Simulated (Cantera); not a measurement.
## Hydrocarbon pyrolysis for carbon deposition

An isothermal, constant-pressure homogeneous reactor starts with 1.47 % C2H4, 98.5 % H2, at 1875 K and 2.93 Torr.

Computed with Cantera and GRI-Mech 3.0 (53 species, 325 reactions). GRI-Mech 3.0 was tuned for natural gas; its chemistry of ethylene as a main component is partial and can be far from experiment. GRI-Mech 3.0 stops at C3 and has no aromatics, soot or wall deposition, so with more carbon than oxygen in the feed, carbon stays in small species such as C2H2 where larger ones or solid carbon would form. Radical loss at walls, strong at low pressure, is not modelled.

```json
[
 {"t (s)": "0.000400", "x C2H4": "0.0144", "x H2": "0.985", "x C2H": "4.62e-12", "x C2H2": "0.000285", "x CH3": "8.26e-10"},
 {"t (s)": "0.00110", "x C2H4": "0.0139", "x H2": "0.985", "x C2H": "3.37e-11", "x C2H2": "0.000770", "x CH3": "1.76e-9"},
 {"t (s)": "0.00301", "x C2H4": "0.0126", "x H2": "0.985", "x C2H": "2.36e-10", "x C2H2": "0.00203", "x CH3": "2.16e-9"},
 {"t (s)": "0.00826", "x C2H4": "0.00968", "x H2": "0.985", "x C2H": "1.47e-9", "x C2H2": "0.00496", "x CH3": "2.45e-9"},
 {"t (s)": "0.0227", "x C2H4": "0.00451", "x H2": "0.985", "x C2H": "6.72e-9", "x C2H2": "0.0101", "x CH3": "2.34e-9"},
 {"t (s)": "0.0622", "x C2H4": "0.000481", "x H2": "0.985", "x C2H": "1.83e-8", "x C2H2": "0.0140", "x CH3": "2.13e-9"},
 {"t (s)": "0.171", "x C2H4": "5.29e-6", "x H2": "0.985", "x C2H": "3.94e-8", "x C2H2": "0.0145", "x CH3": "3.98e-9"},
 {"t (s)": "0.469", "x C2H4": "3.58e-6", "x H2": "0.985", "x C2H": "9.48e-8", "x C2H2": "0.0145", "x CH3": "9.69e-9"},
 {"t (s)": "1.29", "x C2H4": "2.26e-6", "x H2": "0.984", "x C2H": "2.44e-7", "x C2H2": "0.0145", "x CH3": "2.76e-8"},
 {"t (s)": "3.53", "x C2H4": "1.37e-6", "x H2": "0.982", "x C2H": "6.15e-7", "x C2H2": "0.0145", "x CH3": "1.01e-7"},
 {"t (s)": "9.68", "x C2H4": "9.22e-7", "x H2": "0.978", "x C2H": "1.31e-6", "x C2H2": "0.0144", "x CH3": "4.92e-7"},
 {"t (s)": "26.6", "x C2H4": "7.82e-7", "x H2": "0.975", "x C2H": "1.79e-6", "x C2H2": "0.0144", "x CH3": "1.84e-6"},
 {"t (s)": "72.9", "x C2H4": "7.73e-7", "x H2": "0.975", "x C2H": "1.83e-6", "x C2H2": "0.0144", "x CH3": "3.13e-6"},
 {"t (s)": "200", "x C2H4": "7.73e-7", "x H2": "0.975", "x C2H": "1.83e-6", "x C2H2": "0.0144", "x CH3": "3.26e-6"}
]
```
x: mole fraction; the columns are a selection and need not sum to one.

Equilibrium at this temperature and pressure: C2H4 7.73e-7, H2 0.975, C2H 1.83e-6, C2H2 0.0144, CH3 3.27e-6 (gas phase only).
